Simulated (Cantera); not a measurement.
Charge: 1 mol Cu₂O, 1.2 mol CH₄, 0.068 mol CO, at 0.00133 bar.

Method: chemical equilibrium by Gibbs-energy minimisation in Cantera with the NASA 1993 tables (ideal gas, pure condensed phases). Candidate condensed phases: C, C₆H₆, C₇H₈, C₈H₁₈, Cu, CuO, Cu(OH)₂, Cu₂O, H₂O; 113 gas species. Rates play no part.

**Question.** At 1902 °C, list the 5 most abundant gas species with their mole fractions, and the condensed phases.

**Answer.** H₂ 0.379, Cu 0.351, CO 0.187, H 0.0823, C₂H₂ (acetylene) 0.000846. Condensed: C(graphite).
